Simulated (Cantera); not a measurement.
Cantera with NASA thermochemical tables; ideal gases at 1 bar, condensed phases pure. Values are per mole of reaction as written; species without (g) are pure solids or liquids, kept so even where they would boil at 1 bar.

Question: Between 423 and 623 K, where is each reaction favourable under standard conditions?
- MgCO3 → C + O2(g) + MgO
- Mg + CO2(g) → CO(g) + MgO

Answer: 
- MgCO3 → C + O2(g) + MgO: ΔG° is 438 kJ at 423 K and 404 kJ at 623 K; it stays positive (K < 1). ΔH° is 508 kJ and ΔS° 167 J/K at 623 K.
- Mg + CO2(g) → CO(g) + MgO: ΔG° is -309 kJ at 423 K and -305 kJ at 623 K; it stays negative (K > 1). ΔH° is -317 kJ and ΔS° -19 J/K at 623 K.
